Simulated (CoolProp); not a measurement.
Vapour-liquid equilibrium of ethanol (1) + o-xylene (2) at 0.164 MPa; x and y are mole fractions of (1).

Computed with CoolProp (multi-fluid Helmholtz-energy mixture model, Schroeder 2014 and Zhou 2012; pair parameters Bell 2016).

Problem. Give the bubble temperature and the first vapour's composition at x = 0.2, 0.65, 0.8. Is there an azeotrope?

Solution. x = 0.2: 378.7 K, y = 0.823; x = 0.65: 368.9 K, y = 0.898; x = 0.8: 367.1 K, y = 0.925. No azeotrope shows between x = 0.05 and 0.95.

Pair parameters are fitted to limited data, so mixtures are less certain than the pure fluids. With so large a gap from Raoult's law the liquid may split in two, which this calculation doesn't test in full.
